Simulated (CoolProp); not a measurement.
Aqueous lithium chloride as a coolant, at 28 °C, 1 atm.

Computed with CoolProp (Melinder's fits for secondary coolants).

```json
[
 {"mass %": "1.3", "freezing point (°C)": "-0.9", "conductivity (W/(m K))": "0.608", "Prandtl number": "5.91", "cp (kJ/(kg K))": "4.109", "density (kg/m³)": "1004"},
 {"mass %": "3.4", "freezing point (°C)": "-3.1", "conductivity (W/(m K))": "0.602", "Prandtl number": "6.25", "cp (kJ/(kg K))": "3.998", "density (kg/m³)": "1016"},
 {"mass %": "5.5", "freezing point (°C)": "-5.7", "conductivity (W/(m K))": "0.597", "Prandtl number": "6.60", "cp (kJ/(kg K))": "3.893", "density (kg/m³)": "1028"},
 {"mass %": "7.6", "freezing point (°C)": "-8.5", "conductivity (W/(m K))": "0.592", "Prandtl number": "6.97", "cp (kJ/(kg K))": "3.794", "density (kg/m³)": "1040"},
 {"mass %": "9.6", "freezing point (°C)": "-11.5", "conductivity (W/(m K))": "0.587", "Prandtl number": "7.37", "cp (kJ/(kg K))": "3.703", "density (kg/m³)": "1051"},
 {"mass %": "11.7", "freezing point (°C)": "-15.4", "conductivity (W/(m K))": "0.582", "Prandtl number": "7.85", "cp (kJ/(kg K))": "3.613", "density (kg/m³)": "1063"},
 {"mass %": "13.8", "freezing point (°C)": "-20.4", "conductivity (W/(m K))": "0.577", "Prandtl number": "8.39", "cp (kJ/(kg K))": "3.527", "density (kg/m³)": "1076"},
 {"mass %": "15.9", "freezing point (°C)": "-26.9", "conductivity (W/(m K))": "0.572", "Prandtl number": "9.01", "cp (kJ/(kg K))": "3.446", "density (kg/m³)": "1088"},
 {"mass %": "18", "freezing point (°C)": "-34.9", "conductivity (W/(m K))": "0.568", "Prandtl number": "9.72", "cp (kJ/(kg K))": "3.370", "density (kg/m³)": "1101"}
]
```
